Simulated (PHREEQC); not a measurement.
0.032 g of hydrous ferric oxide (600 m²/g; 0.2 weak and 0.005 strong sites per Fe, Dzombak-Morel constants, diffuse double layer) in 1 kg of water with 0.01 mol/kgw of an inert sodium salt and 0.034 mmol/kgw MnCl2, at 25 °C; the pH is set by adding NaOH or the inert anion's acid. No oxygen is let in. The system is closed to CO2. Nothing may precipitate in this run.

Model: ion-association model, wateq4f.dat, run in PHREEQC.

Predict Mn sorbed (%), surface charge σ (C/m²), surface potential ψ (mV) at pH = 6.5, 7.


```
pH   Mn sorbed (%)  surface charge σ (C/m²)  surface potential ψ (mV)
---  -------------  -----------------------  ------------------------
6.5            2.3                    0.031                        87
7              5.5                    0.018                        63
```
